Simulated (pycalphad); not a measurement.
CALPHAD calculation (pycalphad, COST 507 light-alloy database (1999)), 1 atm. The data set is of 1999 and partly superseded. Kinetics are ignored, which matters at the lower temperatures.

Question: How does the equilibrium phase assembly of Ti-1.56B (at.%) change on cooling from 2850 K to 550 K?

Answer: 
```json
[
 {"T (K)": "1907.9", "phases above": "liquid", "phases below": "bcc + liquid"},
 {"T (K)": "1814.1", "phases above": "bcc + liquid", "phases below": "bcc + BM"},
 {"T (K)": "1156.1", "phases above": "bcc + BM", "phases below": "BM + hcp"}
]
```
Changes were sought between steps of 100 K, so a narrower field can be missed.

Database names, with the compositions (at.%) that they take in these runs: BM: Ti 50 B 50.
